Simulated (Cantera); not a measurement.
Feed: 1 mol B2O3, 5.9 mol H2O, held at 1423.15 K and 1.90 mbar.

Equilibrium computed with Cantera from the NASA thermochemical tables; the gas is ideal and each condensed phase is pure. Candidate condensed phases: B, B2O3, B3O3H3, H2O; 23 gas species. Gases not in the tables: H3BO3. Rates play no part.

Base state: H2O 0.760, HBO2 0.236, B2O3 0.00217, H2 0.000653, O2 0.000293, (HBO2)3 0.000164, OH 9.87e-5, BO2 3.81e-5 (mole fractions); condensed: B2O3(l).

### Question
What changes in the equilibrium state with this change: pressure from 1.90 mbar to 13.0 Pa?

### Answer
| species | before | after |
|---|---|---|
| H2O | 0.760 | 0.711 |
| HBO2 | 0.236 | 0.283 |
| B2O3 | 0.00217 | 0.00332 |
| (HBO2)3 | 0.000164 | 1.32e-6 |
| H | 3.90e-6 | 2.28e-5 |
| BO2 | 3.81e-5 | 0.000114 |
| B2O3(l), mol | 0.192 | 0 |
